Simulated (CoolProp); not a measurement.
Tetrahydrofuran along the isobar 3130 kPa: fugacity coefficient from the reference equation and from simpler models built on Tc = 267.0 °C, pc = 5304 kPa, ω = 0.234; each cubic takes its own stable root.

The numbers come from the reference Helmholtz-energy equation of state, Fiedler 2023 in CoolProp.

| T (°C) | phase | reference |
|---|---|---|
| -85.65 | liquid | 1.715e-6 |
| -67.65 | liquid | 1.395e-5 |
| -49.75 | liquid | 7.650e-5 |
| -31.85 | liquid | 0.0003137 |
| -13.95 | liquid | 0.001025 |
| 3.95 | liquid | 0.002799 |
| 21.85 | liquid | 0.006610 |
| 39.75 | liquid | 0.01387 |
| 57.65 | liquid | 0.02639 |
| 75.55 | liquid | 0.04628 |
| 93.45 | liquid | 0.07576 |
| 111.35 | liquid | 0.1170 |
| 129.25 | liquid | 0.1717 |
| 147.25 | liquid | 0.2417 |
| 165.15 | liquid | 0.3269 |
| 183.05 | liquid | 0.4274 |

Question: How far does each simpler model (Redlich-Kwong, Soave-Redlich-Kwong) lie from the reference over these 16 states: mean and median of the absolute difference, and the worst?

Answer: 
- Redlich-Kwong: mean 91.9 %, median 80.2 %, worst +186.4 % at -85.65 °C and 3130 kPa
- Soave-Redlich-Kwong: mean 2.1 %, median 2.3 %, worst -3.6 % at -13.95 °C and 3130 kPa
